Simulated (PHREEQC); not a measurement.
**Alkaline etch or developer: an equilibrium model**

Make-up at 35 °C: 0.11 mol NaOH and 5.2e-05 mol NaAlO2 per kg of water. Closed to the air; pH follows from the charge balance.

Equilibrium calculation in PHREEQC: ion-association model, wateq4f.dat.

Each row changes one thing in this solution. No solid was allowed to form.

| case | pH | ionic strength (mol/kgw) |
|---|---|---|
| as made | 12.61 | 0.110 |
| 0.0072 mol/kgw KOH added | ? | 0.117 |
| NaAlO2 left out | 12.61 | 0.110 |
| NaOH from 0.11 to 0.055 mol/kgw | ? | 0.0551 |
| temperature from 35 to 40 °C | 12.46 | 0.110 |
| NaOH left out | 7.57 | 5.21e-5 |
| diluted 10-fold with water | ? | 0.0110 |
| NaAlO2 from 5.2e-05 to 0.00026 mol/kgw | 12.61 | 0.110 |

Q: What belongs in the gaps?

A: 
- 0.0072 mol/kgw KOH added, pH: 12.63
- NaOH from 0.11 to 0.055 mol/kgw, pH: 12.33
- diluted 10-fold with water, pH: 11.68

Species that the database lacks are ignored. Some of these states are supersaturated (in Boehmite (slow to form), Gibbsite (slow to form), for instance). Constants without temperature data keep their 25 °C values here.
